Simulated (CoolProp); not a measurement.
Model: reference Helmholtz-energy equation of state, de Reuck 1990, in CoolProp.

Problem. Give the vapour pressure (kPa), liquid density (kg/m³), enthalpy of vaporisation (kJ/kg), liquid cp (kJ/(kg K)) of saturated fluorine at -185.65, -151.05 °C.

Solution. 
```json
[
 {"T (°C)": "-185.65", "p (kPa)": "133", "liquid density (kg/m³)": "1480", "enthalpy of vaporisation (kJ/kg)": "172", "liquid cp (kJ/(kg K))": "1.52"},
 {"T (°C)": "-151.05", "p (kPa)": "1830", "liquid density (kg/m³)": "1180", "enthalpy of vaporisation (kJ/kg)": "123", "liquid cp (kJ/(kg K))": "1.92"}
]
```
